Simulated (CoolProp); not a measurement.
A single-stage vapour-compression cycle with R407C: evaporating at 241.15 K (dew point), condensing at 285.15 K (bubble point), superheat 5 K, subcooling 0 K, compressor efficiency 0.6, no pressure losses. Each further row changes one setting.

The numbers come from the reference Helmholtz-energy equation of state, Lemmon 2003 in CoolProp. It is a pseudo-pure fit of the blend.

```tsv
case	cooling COP	pressure ratio	discharge temperature (K)	refrigerating effect (kJ/kg)	volumetric capacity (kJ/m³)
as stated	2.29	6.52	348.3	179	997
evaporating temperature 246.15 K	2.66	5.19	341.4	182	1260
condensing temperature 280.15 K	2.61	5.60	339.8	186	1040
subcooling 5 K	2.38	6.52	348.3	186	1040
superheat 15 K	2.28	6.52	360.2	187	994
compressor efficiency 0.5	1.91	6.52	364.1	179	997
```
